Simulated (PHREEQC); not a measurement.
0.016 g of hydrous ferric oxide (600 m²/g; 0.2 weak and 0.005 strong sites per Fe, Dzombak-Morel constants, diffuse double layer) in 1 kg of water with 0.3 mol/kgw of an inert sodium salt, at 25 °C; the pH is set by adding NaOH or the inert anion's acid. Oxygen alone is held at its pressure in air (log pO2 = -0.68). The system is closed to CO2. Nothing may precipitate in this run.

All values are PHREEQC results (ion-association model, wateq4f.dat), not measurements.

```json
[
 {"pH": "4", "surface charge σ (C/m²)": "0.349", "surface potential ψ (mV)": "123"},
 {"pH": "4.38", "surface charge σ (C/m²)": "0.328", "surface potential ψ (mV)": "120"},
 {"pH": "4.75", "surface charge σ (C/m²)": "0.296", "surface potential ψ (mV)": "115"},
 {"pH": "5.12", "surface charge σ (C/m²)": "0.255", "surface potential ψ (mV)": "107"},
 {"pH": "5.5", "surface charge σ (C/m²)": "0.210", "surface potential ψ (mV)": "98"},
 {"pH": "5.88", "surface charge σ (C/m²)": "0.167", "surface potential ψ (mV)": "86"},
 {"pH": "6.25", "surface charge σ (C/m²)": "___", "surface potential ψ (mV)": "74"},
 {"pH": "6.62", "surface charge σ (C/m²)": "0.095", "surface potential ψ (mV)": "___"},
 {"pH": "7", "surface charge σ (C/m²)": "0.066", "surface potential ψ (mV)": "46"},
 {"pH": "7.38", "surface charge σ (C/m²)": "0.041", "surface potential ψ (mV)": "31"},
 {"pH": "7.75", "surface charge σ (C/m²)": "0.020", "surface potential ψ (mV)": "15"},
 {"pH": "8.12", "surface charge σ (C/m²)": "-0.001", "surface potential ψ (mV)": "0"},
 {"pH": "8.5", "surface charge σ (C/m²)": "-0.021", "surface potential ψ (mV)": "-17"},
 {"pH": "8.88", "surface charge σ (C/m²)": "-0.044", "surface potential ψ (mV)": "-33"},
 {"pH": "9.25", "surface charge σ (C/m²)": "-0.068", "surface potential ψ (mV)": "___"},
 {"pH": "9.62", "surface charge σ (C/m²)": "-0.097", "surface potential ψ (mV)": "-62"},
 {"pH": "10", "surface charge σ (C/m²)": "-0.132", "surface potential ψ (mV)": "-75"}
]
```

Complete the blanks.


- 6.25, surface charge σ (C/m²): 0.129
- 6.62, surface potential ψ (mV): 61
- 9.25, surface potential ψ (mV): -48
